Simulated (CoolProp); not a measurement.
Vapour-liquid equilibrium of CHF3 (R23) (1) + CH2F2 (R32) (2) at -76.75 °C; x and y are mole fractions of (1).

Computed with CoolProp (multi-fluid Helmholtz-energy mixture model, Penoncello 2003 and Tillner-Roth 1997; pair parameters Bell 2016).

```tsv
x	bubble pressure, mixture model (bar)	bubble pressure, Raoult's law (bar)	y, mixture model	y, Raoult's law
0.05	0.2913	0.2895	0.237	0.235
0.2	0.4655	0.4587	0.593	0.593
0.35	0.6375	0.6279	0.755	0.759
0.5	0.8063	0.7971	0.848	0.854
0.65	0.9724	0.9664	0.909	0.916
0.8	1.137	1.136	0.954	0.959
0.95	1.304	1.305	0.990	0.991
```

The largest gap from Raoult's law is +1.5 % in bubble pressure, at x = 0.35. No azeotrope shows between x = 0.05 and 0.95.

The pair parameters rest on a limited set of measurements; away from them the model extrapolates.
